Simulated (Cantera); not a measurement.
Cantera with NASA thermochemical tables; ideal gases at 1 bar, condensed phases pure. Values are per mole of reaction as written; species without (g) are pure solids or liquids, kept so even where they would boil at 1 bar.

2 N(g) + 6 HF(g) → 2 NF₃(g) + 3 H₂(g)

```
T (K)  ΔH° (kJ)  ΔS° (J/K)  ΔG° (kJ)  log10 K
-----  --------  ---------  --------  -------
300           …          …         …        …
648           …          …         …        …
673       427.9     -435.0     720.7   -55.93
698       428.4     -434.2     731.5   -54.74
723       429.0     -433.5     742.4   -53.63
748       429.5     -432.7     753.2   -52.60
773       430.1     -432.0     764.0   -51.63
798       430.7     -431.2     774.8   -50.71
823       431.3     -430.4     785.6   -49.86
848       432.0     -429.6     796.3   -49.05
873           …          …         …        …
```

Problem. Complete the blanks.

Solution. 
- 300, ΔH° (kJ): 426.5
- 300, ΔS° (J/K): -435.8
- 300, ΔG° (kJ): 557.2
- 300, log10 K: -97.02
- 648, ΔH° (kJ): 427.4
- 648, ΔS° (J/K): -435.7
- 648, ΔG° (kJ): 709.8
- 648, log10 K: -57.21
- 873, ΔH° (kJ): 432.6
- 873, ΔS° (J/K): -428.9
- 873, ΔG° (kJ): 807.0
- 873, log10 K: -48.29
